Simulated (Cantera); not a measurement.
# Equilibrium for calcination and drying: Mg(OH)2 + H2 + O2

A closed system holds: 1 mol Mg(OH)2, 0.25 mol H2, 13 mol O2, at 750 Torr.

Equilibrium computed with Cantera from the NASA thermochemical tables; the gas is ideal and each condensed phase is pure. Candidate condensed phases: H2O, Mg, MgO, Mg(OH)2; 15 gas species. The numbers say what is thermodynamically allowed, not how fast it happens.

From 1123 K to 2223 K the condensed part is MgO(s).

```json
[
 {"T (K)": "1123", "x O2": "0.912", "x H2O": "0.0885", "x OH": "1.33e-6", "x O": "4.20e-9", "x H2": "2.13e-10", "n MgO(s)": "1.00"},
 {"T (K)": "1223", "x O2": "0.912", "x H2O": "0.0885", "x OH": "5.52e-6", "x O": "3.86e-8", "x H2": "1.88e-9", "n MgO(s)": "1.00"},
 {"T (K)": "1323", "x O2": "0.911", "x H2O": "0.0885", "x OH": "1.85e-5", "x O": "2.54e-7", "x H2": "1.20e-8", "n MgO(s)": "1.00"},
 {"T (K)": "1423", "x O2": "0.911", "x H2O": "0.0885", "x OH": "5.24e-5", "x O": "1.29e-6", "x H2": "5.92e-8", "n MgO(s)": "1.00"},
 {"T (K)": "1523", "x O2": "0.911", "x H2O": "0.0884", "x OH": "0.000129", "x O": "5.27e-6", "x H2": "2.37e-7", "n MgO(s)": "1.00"},
 {"T (K)": "1623", "x O2": "0.911", "x H2O": "0.0883", "x OH": "0.000286", "x O": "1.82e-5", "x H2": "8.02e-7", "n MgO(s)": "1.000"},
 {"T (K)": "1723", "x O2": "0.911", "x H2O": "0.0882", "x OH": "0.000575", "x O": "5.43e-5", "x H2": "2.35e-6", "n MgO(s)": "1.000"},
 {"T (K)": "1823", "x O2": "0.911", "x H2O": "0.0879", "x OH": "0.00107", "x O": "0.000144", "x H2": "6.13e-6", "n MgO(s)": "1.000"},
 {"T (K)": "1923", "x O2": "0.910", "x H2O": "0.0875", "x OH": "0.00187", "x O": "0.000345", "x H2": "1.44e-5", "n MgO(s)": "1.000"},
 {"T (K)": "2023", "x O2": "0.909", "x H2O": "0.0868", "x OH": "0.00307", "x O": "0.000760", "x H2": "3.12e-5", "n MgO(s)": "1.000"},
 {"T (K)": "2123", "x O2": "0.908", "x H2O": "0.0858", "x OH": "0.00482", "x O": "0.00155", "x H2": "6.24e-5", "n MgO(s)": "1.000"},
 {"T (K)": "2223", "x O2": "0.905", "x H2O": "0.0844", "x OH": "0.00723", "x O": "0.00297", "x H2": "0.000117", "n MgO(s)": "1.000"}
]
```
x: gas mole fraction; n: condensed amount in mol.
